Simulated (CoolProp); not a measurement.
A single-stage vapour-compression cycle with R125: evaporating at 204.15 K (dew point), condensing at 272.15 K (bubble point), superheat 8 K, subcooling 5 K, compressor efficiency 0.7, no pressure losses. Each further row changes one setting.

The numbers come from the reference Helmholtz-energy equation of state, Lemmon 2005 in CoolProp.

| case | cooling COP | pressure ratio | discharge temperature (K) | refrigerating effect (kJ/kg) | volumetric capacity (kJ/m³) |
|---|---|---|---|---|---|
| as stated | 1.53 | 20.3 | 316.6 | 108 | 239 |
| evaporating temperature 209.15 K | ? | 15.0 | ? | 111 | ? |
| condensing temperature 267.15 K | 1.72 | 17.3 | 310.5 | 114 | 253 |
| subcooling 10 K | ? | 20.3 | 316.6 | 114 | 253 |
| superheat 18 K | ? | 20.3 | 328.1 | ? | ? |
| compressor efficiency 0.6 | 1.31 | 20.3 | ? | 108 | 239 |

Question: Complete the blanks.

Answer: 
- evaporating temperature 209.15 K, cooling COP: 1.74
- evaporating temperature 209.15 K, discharge temperature (K): 312.0
- evaporating temperature 209.15 K, volumetric capacity (kJ/m³): 326
- subcooling 10 K, cooling COP: 1.61
- superheat 18 K, cooling COP: 1.55
- superheat 18 K, refrigerating effect (kJ/kg): 115
- superheat 18 K, volumetric capacity (kJ/m³): 242
- compressor efficiency 0.6, discharge temperature (K): 330.0
